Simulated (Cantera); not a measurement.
Input (Python, Cantera):

```python
import numpy as np
import cantera as ct

gas = ct.Solution("SiF4_NH3_mec.yaml", "gas")
gas.TPX = 1848, 13000, {'NH3': 1, 'N2': 9.1}
reactor = ct.IdealGasConstPressureReactor(gas, energy="off", clone=False)
net = ct.ReactorNet([reactor])
net.rtol, net.atol = 1e-08, 1e-18
show = ['NH3', 'N2H2', 'NH', 'N', 'H', 'N2H4', 'NH2']
times = np.geomspace(2e-05, 5, 15)

steps = ct.SolutionArray(gas, extra=["t"])
rows = []
print(f"{'t/s':>10s}{'T/K':>9s}{'P/Pa':>11s}" + "".join(f"{s:>11s}" for s in show))
for t in times:
    while net.time < t:
        t_next = net.step()
        steps.append(gas.state, t=t_next)
    rows.append([np.interp(t, steps.t, y) for y in (steps.T, steps.P, *steps(*show).X.T)])
    print(f"{t:10.3e}{rows[-1][0]:9.1f}{rows[-1][1]:11.4g}" + "".join(f"{x:11.3e}" for x in rows[-1][2:]))
rate = np.gradient(steps.T, steps.t)
print("integrator steps:", len(steps.t))
if steps.T.max() > steps.T[0] + 200:
    print(f"time of steepest temperature rise: {steps.t[rate.argmax()]:.4e} s")
gas.TPX = 1848, 13000, {'NH3': 1, 'N2': 9.1}
gas.equilibrate("TP")
print(f"equilibrium (TP): T = {gas.T:.1f} K  " + "  ".join(f"{s} {gas[s].X[0]:.3e}" for s in show))
```

It prints:

```
       t/s      T/K       P/Pa        NH3       N2H2         NH          N          H       N2H4        NH2
 2.000e-05   1848.0    1.3e+04  9.901e-02  1.136e-12  1.662e-11  8.108e-16  1.042e-07  1.189e-13  8.015e-07
 4.860e-05   1848.0    1.3e+04  9.901e-02  1.294e-11  1.271e-10  1.679e-14  1.056e-07  9.284e-13  2.095e-06
 1.181e-04   1848.0    1.3e+04  9.900e-02  1.060e-10  9.337e-10  3.006e-13  1.057e-07  6.114e-12  5.239e-06
 2.869e-04   1848.0    1.3e+04  9.900e-02  7.372e-10  7.282e-09  5.406e-12  1.063e-07  3.763e-11  1.287e-05
 6.971e-04   1848.0    1.3e+04  9.898e-02  5.053e-09  5.615e-08  8.731e-11  1.115e-07  2.244e-10  3.129e-05
 1.694e-03   1848.0    1.3e+04  9.893e-02  3.509e-08  3.075e-07  6.923e-10  1.496e-07  1.297e-09  7.511e-05
 4.116e-03   1848.0    1.3e+04  9.877e-02  1.914e-07  9.765e-07  2.955e-09  3.785e-07  6.282e-09  1.652e-04
 1.000e-02   1848.0    1.3e+04  9.825e-02  4.318e-07  1.756e-06  1.179e-08  1.196e-06  1.305e-08  2.381e-04
 2.430e-02   1848.0    1.3e+04  9.683e-02  4.505e-07  2.196e-06  3.460e-08  2.873e-06  1.214e-08  2.297e-04
 5.904e-02   1848.0    1.3e+04  9.344e-02  4.271e-07  2.747e-06  9.206e-08  6.400e-06  9.693e-09  2.052e-04
 1.435e-01   1848.0    1.3e+04  8.575e-02  3.742e-07  3.245e-06  1.950e-07  1.376e-05  7.012e-09  1.745e-04
 3.486e-01   1848.0    1.3e+04  7.012e-02  2.809e-07  3.363e-06  2.987e-07  2.892e-05  4.475e-09  1.394e-04
 8.469e-01   1848.0    1.3e+04  4.475e-02  1.551e-07  2.932e-06  3.480e-07  5.839e-05  2.131e-09  9.621e-05
 2.058e+00   1848.0    1.3e+04  1.756e-02  4.750e-08  1.994e-06  3.305e-07  1.109e-04  5.275e-10  4.787e-05
 5.000e+00   1848.0    1.3e+04  2.848e-03  5.138e-09  9.127e-07  2.603e-07  2.161e-04  3.789e-11  1.284e-05
integrator steps: 1071
equilibrium (TP): T = 1848.0 K  NH3 1.574e-07  N2H2 1.606e-14  NH 3.057e-10  N 2.159e-10  H 5.435e-04  N2H4 6.947e-19  NH2 1.736e-09
```

Cantera simulation using the gas-phase N/H chemistry of the illustrative SiF4/NH3 mechanism in the Surface Chemkin manual (1991); the numbers are that mechanism's predictions, not measurements. Walls and surfaces, which speed up NH3 decomposition in real reactors, are not modelled.
